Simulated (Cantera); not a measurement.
A perfectly stirred reactor is fed with CH4 : C2H6 : C3H8 : O2 : N2 = 1 : 0.52 : 0.12 : 2.46 : 9.23 (molar parts), equivalence ratio 1.8, at 150000 Pa; it is adiabatic with a 400 K inlet, and is followed from long to short residence time, starting on the burning branch (τ in s: 0.025, 0.012, 0.0061, 0.003, 0.0015, 0.00074, 0.00036, 0.00018, 8.8e-05, 4.4e-05, 2.1e-05).

Detailed kinetics in Cantera: GRI-Mech 3.0 (53 species, 325 reactions).

**Question.** What does this change do: O2 2.46 to 1.5 parts?

**Answer.** 
| quantity | before | after |
|---|---|---|
| blow-out, bracketed by the residence times tried | burning at 1.50 ms, out at 0.740 ms | not reached |
| x(CH4) at τ = 25.0 ms | 0.00745 | 0.0808 |
| x(C2H6) at τ = 25.0 ms | 2.49e-5 | 0.0420 |
| x(C3H8) at τ = 25.0 ms | 1.17e-6 | 0.00970 |
| x(CH2CO) at τ = 25.0 ms | 6.26e-5 | <1e-12 |
| x(NO2) at τ = 25.0 ms | 8.66e-11 | <1e-12 |
| x(CH4) at τ = 0.740 ms | 0.0750 | 0.0808 |
| x(C2H6) at τ = 0.740 ms | 0.0390 | 0.0420 |
| x(C3H8) at τ = 0.740 ms | 0.00900 | 0.00970 |
| x(CH2CO) at τ = 0.740 ms | <1e-12 | <1e-12 |
| x(NO2) at τ = 0.740 ms | <1e-12 | <1e-12 |
| state | not reached | not burning at any residence time tried |
